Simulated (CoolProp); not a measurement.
The numbers come from the reference Helmholtz-energy equation of state, Zhou 2011 in CoolProp.

Problem. For dimethyl carbonate, give the phase and the cv (kJ/(kg K)) at 565.9 K and 0.363 bar; 565.9 K and 19.5 bar.

Solution. 
- 565.9 K and 0.363 bar: gas; cv 1.71
- 565.9 K and 19.5 bar: gas; cv 1.74
